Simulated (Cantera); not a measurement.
Standard-state values (1 bar) from the NASA 1993 polynomials, evaluated with Cantera. Values are per mole of reaction as written; species without (g) are pure solids or liquids, kept so even where they would boil at 1 bar.

2 TaO2(g) + NO(g) ⇌ Ta2O5 + N(g)

```json
[
 {"T (K)": "2075", "ΔH° (kJ)": "-1039.1", "ΔS° (J/K)": "-312.3", "ΔG° (kJ)": "-391.0", "log10 K": "9.84"},
 {"T (K)": "2125", "ΔH° (kJ)": "-1033.5", "ΔS° (J/K)": "-309.7", "ΔG° (kJ)": "-375.4", "log10 K": "9.23"},
 {"T (K)": "2175", "ΔH° (kJ)": "(withheld)", "ΔS° (J/K)": "(withheld)", "ΔG° (kJ)": "(withheld)", "log10 K": "(withheld)"},
 {"T (K)": "2225", "ΔH° (kJ)": "(withheld)", "ΔS° (J/K)": "(withheld)", "ΔG° (kJ)": "(withheld)", "log10 K": "(withheld)"},
 {"T (K)": "2275", "ΔH° (kJ)": "-1017.0", "ΔS° (J/K)": "-302.2", "ΔG° (kJ)": "-329.5", "log10 K": "7.57"},
 {"T (K)": "2325", "ΔH° (kJ)": "-1011.5", "ΔS° (J/K)": "-299.8", "ΔG° (kJ)": "-314.5", "log10 K": "7.07"},
 {"T (K)": "2375", "ΔH° (kJ)": "-1006.0", "ΔS° (J/K)": "-297.4", "ΔG° (kJ)": "-299.6", "log10 K": "6.59"},
 {"T (K)": "2425", "ΔH° (kJ)": "-1000.5", "ΔS° (J/K)": "-295.1", "ΔG° (kJ)": "-284.7", "log10 K": "6.13"},
 {"T (K)": "2475", "ΔH° (kJ)": "-995.0", "ΔS° (J/K)": "-292.9", "ΔG° (kJ)": "-270.0", "log10 K": "5.70"}
]
```

Task: Complete the blanks.

Result: 
- 2175, ΔH° (kJ): -1028.0
- 2175, ΔS° (J/K): -307.1
- 2175, ΔG° (kJ): -360.0
- 2175, log10 K: 8.65
- 2225, ΔH° (kJ): -1022.5
- 2225, ΔS° (J/K): -304.6
- 2225, ΔG° (kJ): -344.7
- 2225, log10 K: 8.09
